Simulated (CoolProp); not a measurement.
Vapour-liquid equilibrium of benzene (1) + n-heptane (2) at 311.3 K; x and y are mole fractions of (1).

Values from CoolProp's multi-fluid Helmholtz-energy mixture model, Thol 2012 and Span 2003; pair parameters Bell 2016.

| x | bubble pressure (MPa) | y at the bubble point | dew pressure at overall composition x (MPa) | liquid density (mol/L) |
|---|---|---|---|---|
| 0.05 | 0.01237 | 0.127 | 0.01173 | 6.808 |
| 0.15 | 0.01433 | 0.323 | 0.01257 | 7.101 |
| 0.25 | 0.01609 | 0.462 | 0.01354 | … |
| 0.35 | 0.01761 | 0.565 | 0.01465 | 7.762 |
| 0.45 | 0.01889 | … | 0.01593 | 8.137 |
| 0.55 | … | 0.710 | … | 8.547 |
| 0.65 | 0.02081 | 0.768 | 0.01898 | 8.998 |
| 0.75 | 0.02152 | 0.824 | 0.02055 | 9.497 |
| 0.85 | 0.02209 | 0.885 | 0.02179 | 10.05 |
| 0.95 | 0.02249 | 0.957 | 0.02246 | … |

Question: Some entries are withheld; supply them.

Answer: 
- 0.25, liquid density (mol/L): 7.418
- 0.45, y at the bubble point: 0.644
- 0.55, bubble pressure (MPa): 0.01994
- 0.55, dew pressure at overall composition x (MPa): 0.01738
- 0.95, liquid density (mol/L): 10.67

No azeotrope shows between x = 0.05 and 0.95.

Pair parameters are fitted to limited data, so mixtures are less certain than the pure fluids.
